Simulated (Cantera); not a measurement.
Mixture: CH3OH : O2 : N2 = 1 : 1.36 : 5.13 (molar parts), equivalence ratio 1.1, at 101000 Pa, adiabatic and at constant pressure. Ignition delay is the time to a rise of 400 K.

Cantera simulation using GRI-Mech 3.0 (53 species, 325 reactions); the numbers are that mechanism's predictions, not measurements. GRI-Mech 3.0 was tuned for natural gas; its chemistry of methanol as a main component is partial and can be far from experiment.

### Question
What does this change do: CH3OH 1 to 0.33 parts?

### Answer
```json
[
 {"quantity": "delay at 1050 K", "before": "0.159 s", "after": "0.199 s"},
 {"quantity": "delay at 1100 K", "before": "56.3 ms", "after": "70.7 ms"},
 {"quantity": "delay at 1150 K", "before": "21.9 ms", "after": "27.6 ms"},
 {"quantity": "delay at 1200 K", "before": "9.25 ms", "after": "11.8 ms"},
 {"quantity": "delay at 1250 K", "before": "4.22 ms", "after": "5.47 ms"},
 {"quantity": "delay at 1300 K", "before": "2.06 ms", "after": "2.74 ms"},
 {"quantity": "apparent activation energy between 1200 and 1300 K", "before": "190 kJ/mol", "after": "190 kJ/mol"}
]
```

### Question
What does this change do: N2 5.13 to 3.7 parts?

### Answer
```
quantity                                                before       after
--------------------------------------------------  ----------  ----------
delay at 1050 K                                        0.159 s     0.149 s
delay at 1100 K                                        56.3 ms     52.6 ms
delay at 1150 K                                        21.9 ms     20.4 ms
delay at 1200 K                                        9.25 ms     8.62 ms
delay at 1250 K                                        4.22 ms     3.92 ms
delay at 1300 K                                        2.06 ms     1.91 ms
apparent activation energy between 1200 and 1300 K  190 kJ/mol  200 kJ/mol
```
